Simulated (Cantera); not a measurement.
A perfectly stirred reactor is fed with 1.06 % C₂H₆, 92.6 % N₂, 6.38 % H₂O, at 13300 Pa; it is held at 1625 K, and followed from long to short residence time.

Computed with Cantera and GRI-Mech 3.0 (53 species, 325 reactions).

Predict: x(C₂H₆) at τ = 1.20 s; x(C₂H₂) at τ = 1.20 s; x(C₂H) at τ = 1.20 s; x(C₂H₄) at τ = 1.20 s; x(HCN) at τ = 1.20 s; x(C₂H₆) at τ = 72.0 ms; x(C₂H₂) at τ = 72.0 ms; x(C₂H) at τ = 72.0 ms; x(C₂H₄) at τ = 72.0 ms; x(HCN) at τ = 72.0 ms.


```json
{
 "x(C₂H₆) at τ = 1.20 s": "4.98e-6",
 "x(C₂H₂) at τ = 1.20 s": "0.00582",
 "x(C₂H) at τ = 1.20 s": "4.81e-8",
 "x(C₂H₄) at τ = 1.20 s": "3.35e-5",
 "x(HCN) at τ = 1.20 s": "8.43e-6",
 "x(C₂H₆) at τ = 72.0 ms": "5.12e-5",
 "x(C₂H₂) at τ = 72.0 ms": "0.00773",
 "x(C₂H) at τ = 72.0 ms": "1.64e-7",
 "x(C₂H₄) at τ = 72.0 ms": "0.000237",
 "x(HCN) at τ = 72.0 ms": "8.07e-6"
}
```
